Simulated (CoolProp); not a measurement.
Aqueous sodium chloride as a coolant, 23 % by mass, freezing at -20.5 °C, 1 atm.

The numbers come from the Melinder's fits for secondary coolants in CoolProp.

| T (°C) | viscosity (mPa s) | conductivity (W/(m K)) | cp (kJ/(kg K)) | Prandtl number |
|---|---|---|---|---|
| -16.1 | 5.45 | 0.521 | 3.285 | 34.4 |
| -10.6 | 4.37 | 0.529 | 3.295 | 27.2 |
| -5.1 | 3.56 | 0.537 | 3.303 | 21.9 |
| 0.4 | 2.95 | 0.545 | 3.312 | 17.9 |
| 6 | 2.47 | 0.553 | 3.320 | 14.8 |
| 11.5 | 2.10 | 0.561 | 3.327 | 12.5 |
| 17 | 1.82 | 0.570 | 3.333 | 10.6 |
| 22.5 | 1.60 | 0.578 | 3.339 | 9.23 |
| 28 | 1.42 | 0.586 | 3.344 | 8.12 |
| 33.6 | 1.29 | 0.595 | 3.348 | 7.25 |
| 39.1 | 1.18 | 0.604 | 3.352 | 6.57 |
